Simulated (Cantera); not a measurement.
Cantera run:

```python
import numpy as np
import cantera as ct

gas_names = [...]  # 87 gases of nasa_gas.yaml made of C, H, Si
cond_names = """
    C(gr) C6H6(L) C7H8(L) C8H18(L),n-octa Si(cr) Si(L) SiC(b)
""".split()


# ... load() reads the species with a 1 bar reference pressure and builds the phases ...
atoms = {
    'CH3SiH3': {'C': 1, 'H': 6, 'Si': 1},
    'CH4': {'C': 1, 'H': 4},
    'H2': {'H': 2},
}
top_T = {'C(gr)': 4500, 'SiC(b)': 3050}  # K; cautious upper limits of use, not melting points


# ... equilibrate(T, P, feed) seeds the gas with the atoms and calls Mixture.equilibrate('TP', solver="vcs", rtol=1e-11, max_steps=5000) ...
results = []
feed = {'CH3SiH3': 1, 'CH4': 0.29, 'H2': 72}  # mol
T = 1675  # K
P = 13332.2  # Pa
mix = equilibrate(T, P, feed)
results.append((T, P, feed, dict(zip(mix.species_names, mix.species_moles))))
x = sorted(zip(gas.X, gas.species_names), reverse=True)
print(f"T = {T:g} K  P = {P:g} Pa  gas = {mix.phase_moles(0):.4g} mol")
print("   x: " + "  ".join(f"{s} {v:.3e}" for v, s in x if v > 1e-06))
print("   condensed (mol): " + ("  ".join(f"{mix.phase(i).name} {mix.phase_moles(i):.4g}"
      for i in range(1, mix.n_phases) if mix.phase_moles(i) > 1e-12) or "none"))
```

It prints:

```
T = 1675 K  P = 13332.2 Pa  gas = 75.58 mol
   x: H2 9.995e-01  H 3.179e-04  CH4 1.604e-04  C2H2,acetylene 5.804e-05  CH3 1.039e-06
   condensed (mol): C(gr) 0.269  SiC(b) 1
```

Equilibrium computed with Cantera from the NASA thermochemical tables; the gas is ideal and each condensed phase is pure. The feed counts by its element totals alone.
